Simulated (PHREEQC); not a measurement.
# Spent oxide etchant: speciation

Consider water at 15 °C with 66 mmol/kgw NH4HF2, 70 mmol/kgw (NH4)2SiF6 and 0.27 mmol/kgw HCl. Closed to the air; pH follows from the charge balance.

Equilibrium calculation in PHREEQC: ion-association model, wateq4f.dat.

Precipitation was switched off in this run.

Question: Predict the pH, activity of water.

Answer: pH 3.04; activity of water 0.993.

Question: In which forms is F present?

Answer: SiF6-2 76 %, F- 10 %, HF 7.6 %, HF2- 3.3 %, H2F2 2.5 % of the F.

SiF6-2 is the database's only silicon fluoride.
